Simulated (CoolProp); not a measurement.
The numbers come from the reference Helmholtz-energy equation of state, Thol 2015 in CoolProp.

Question: For octamethylcyclotetrasiloxane (D4), give the phase and the density (kg/m³), cv (kJ/(kg K)), speed of sound (m/s), Joule-Thomson coefficient (K/MPa) at 305.8 K and 0.267 MPa; 490.2 K and 0.748 MPa.

Answer: 
- 305.8 K and 0.267 MPa: liquid; density 942, cv 1.39, speed of sound 892, Joule-Thomson coefficient -0.397
- 490.2 K and 0.748 MPa: liquid; density 707, cv 1.81, speed of sound 362, Joule-Thomson coefficient 0.0846
